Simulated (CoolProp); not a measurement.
The fluoroketone C6F12O (FK-5-1-12) at several states: fugacity coefficient from the reference equation and from simpler models built on Tc = 441.8 K, pc = 18.69 bar, ω = 0.471; each cubic takes its own stable root.

The numbers come from the reference Helmholtz-energy equation of state, McLinden 2015 in CoolProp.

```tsv
T (K)	p (bar)	phase	reference	van der Waals	Redlich-Kwong	Soave-Redlich-Kwong
272.2	1.3	liquid	0.09084	0.9368	0.3762	0.09166
451.7	2.06	gas	0.9648	0.9691	0.9650	0.9657
295.9	11.9	liquid	0.03280	0.2484	0.09704	0.03324
197.3	2.01	liquid	0.0001474	0.1163	0.003871	0.0001741
475.6	28.8	supercritical	0.6247	0.6106	0.6031	0.6381
239.6	2.4	liquid	0.006572	0.3551	0.05129	0.006820
```

At some of these states van der Waals gives the other phase, because its saturation line lies elsewhere.
